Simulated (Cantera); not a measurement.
Predominance diagram of Mg at 1875 K against the partial pressures of O2 and SO2 (log10, bar). Source: NASA polynomial tables (part measured, part estimated), evaluated in Cantera. Candidates: Mg(l), MgO(s), MgS(s), MgSO4(l). Only these pure phases compete in this equilibrium. 

Which phase is stable at these pairs, and which metal-bearing vapour leads over it? (-6.5, -12); (0, -6.2); (-7.4, -7.7); (-10.6, -12); (0, -7.7); (-3.3, -10.6); (-4.1, -6.2)


```
log p(O2)  log p(SO2)   phase  chief vapour  log p (bar)
---------  ----------  ------  ------------  -----------
-6.5              -12  MgO(s)            Mg         -6.4
0                -6.2  MgO(s)           MgO         -8.8
-7.4             -7.7  MgO(s)            Mg         -5.9
-10.6             -12  MgO(s)            Mg         -4.3
0                -7.7  MgO(s)           MgO         -8.8
-3.3            -10.6  MgO(s)            Mg         -8.0
-4.1             -6.2  MgO(s)            Mg         -7.6
```
